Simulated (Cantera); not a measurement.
Input (Python, Cantera) and output of one run.

```python
import numpy as np
import cantera as ct

gas_names = [...]  # 151 gases of nasa_gas.yaml made of C, H, N, O, Si
cond_names = """
    C(gr) C6H6(L) C7H8(L) C8H18(L),n-octa H2O(s) H2O(L) Si(cr) Si(L) SiC(b) SiO2(Lqz) SiO2(hqz) SiO2(L)
    Si2N2O(s) Si3N4(a)
""".split()


# ... load() reads the species with a 1 bar reference pressure and builds the phases ...
atoms = {
    'Si3N4': {'Si': 3, 'N': 4},
    'CO2': {'C': 1, 'O': 2},
    'H2': {'H': 2},
    'O2': {'O': 2},
}
top_T = {'C(gr)': 4500, 'SiC(b)': 3050, 'Si2N2O(s)': 2100, 'Si3N4(a)': 2400}  # K; cautious upper limits of use, not melting points


# ... equilibrate(T, P, feed) seeds the gas with the atoms and calls Mixture.equilibrate('TP', solver="vcs", rtol=1e-11, max_steps=5000) ...
results = []
feed = {'Si3N4': 1, 'CO2': 1.1, 'H2': 1.2, 'O2': 0.0052}  # mol
P = 1  # Pa
for T in [1123, 1223, 1323, 1423, 1523, 1623, 1723, 1823, 1923, 2023, 2123, 2223]:
    mix = equilibrate(T, P, feed)
    results.append((T, P, feed, dict(zip(mix.species_names, mix.species_moles))))

top = {s: max(r[3][s] / sum(r[3][g] for g in gas_names) for r in results) for s in gas_names}
cols = sorted((s for s in top if top[s] > 1e-06), key=lambda s: -top[s])[:9]
seen = [c for c in cond_names if any(r[3].get(c, 0) > 1e-12 for r in results)]
print("log10 of partial pressures in bar; condensed amounts in mol")
print(f"{'T/K':>10s}" + "".join(f"{s[:9]:>10s}" for s in cols + seen))
for T, P, feed, n in results:
    ng = sum(n[g] for g in gas_names)
    print(f"{T:10.4g}" + "".join(f"{np.log10(max(n[s] / ng * P / 1e5, 1e-99)):10.3f}" for s in cols)
          + "".join(f"{n.get(c, 0):10.4g}" for c in seen))
```

It prints:

```
log10 of partial pressures in bar; condensed amounts in mol
       T/K        H2       SiO        N2        CO         H        Si      Si2C       Si2       SiH     C(gr)    SiC(b) Si2N2O(s)
      1123    -5.303   -10.278    -5.683    -5.531   -10.022   -17.300   -22.986   -25.877   -18.547    0.3896         0       1.5
      1223    -5.348    -8.655    -5.627    -5.502    -9.196   -14.118   -18.111   -20.696   -15.678         0    0.2599      1.37
      1323    -5.354    -6.952    -5.620    -5.514    -8.477   -11.712   -15.220   -16.889   -13.524         0    0.2698      1.35
      1423    -5.497    -5.664    -5.506    -5.820    -7.926    -9.585   -12.681   -13.500   -11.682         0    0.5311    0.8272
      1523    -5.659    -5.422    -5.433    -6.535    -7.465    -7.953   -10.693   -10.986   -10.317         0    0.9417         0
      1623    -5.671    -5.433    -5.439    -6.474    -6.996    -6.979    -9.410    -9.695    -9.512         0    0.9152         0
      1723    -5.714    -5.492    -5.465    -6.247    -6.596    -6.230    -8.390    -8.777    -8.929         0    0.7672         0
      1823    -5.836    -5.709    -5.543    -5.915    -6.281    -5.711    -7.632    -8.257    -8.600         0    0.2355         0
      1923    -5.968    -5.837    -5.584    -5.845    -6.010    -5.612    -8.345    -8.523    -8.683         0         0         0
      2023    -6.148    -5.854    -5.598    -5.858    -5.795    -5.624    -9.466    -8.964    -8.890         0         0         0
      2123    -6.430    -5.868    -5.613    -5.872    -5.660    -5.638   -10.493    -9.369    -9.139         0         0         0
      2223    -6.800    -5.877    -5.622    -5.881    -5.593    -5.646   -11.418    -9.732    -9.420         0         0         0
```

These are equilibrium values from Cantera (NASA tables, ideal gas, pure condensed phases), not measurements of a reactor. Mutual solubility and eutectic melting of coexisting phases are not modelled. The tables' values for SiN are old estimates; treat these amounts as uncertain.
